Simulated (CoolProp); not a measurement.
A closed Brayton cycle with carbon dioxide: compressor inlet 325.15 K and 9.4 MPa, high pressure 24.9 MPa, turbine inlet 620 K, compressor efficiency 0.8, turbine efficiency 0.93, recuperator effectiveness 0 (on enthalpy, no pinch check). Each further row changes one setting.

Values from CoolProp's reference Helmholtz-energy equation of state, Span 1996.

```json
[
 {"case": "as stated", "thermal efficiency (%)": "14.3", "net work (kJ/kg)": "45.5", "compressor to turbine work": "0.51", "compressor exit (K)": "398.8", "turbine exit (K)": "516.8"},
 {"case": "turbine inlet 570 K", "thermal efficiency (%)": "13.6", "net work (kJ/kg)": "34.9", "compressor to turbine work": "0.58", "compressor exit (K)": "398.8", "turbine exit (K)": "471.0"},
 {"case": "compressor inlet 335.15 K", "thermal efficiency (%)": "13.2", "net work (kJ/kg)": "37.2", "compressor to turbine work": "0.60", "compressor exit (K)": "419.3", "turbine exit (K)": "516.8"},
 {"case": "high pressure 21.2 MPa", "thermal efficiency (%)": "12.4", "net work (kJ/kg)": "41.4", "compressor to turbine work": "0.48", "compressor exit (K)": "386.3", "turbine exit (K)": "533.6"},
 {"case": "recuperator effectiveness 0.5", "thermal efficiency (%)": "18.3", "net work (kJ/kg)": "45.5", "compressor to turbine work": "0.51", "compressor exit (K)": "398.8", "turbine exit (K)": "516.8"}
]
```
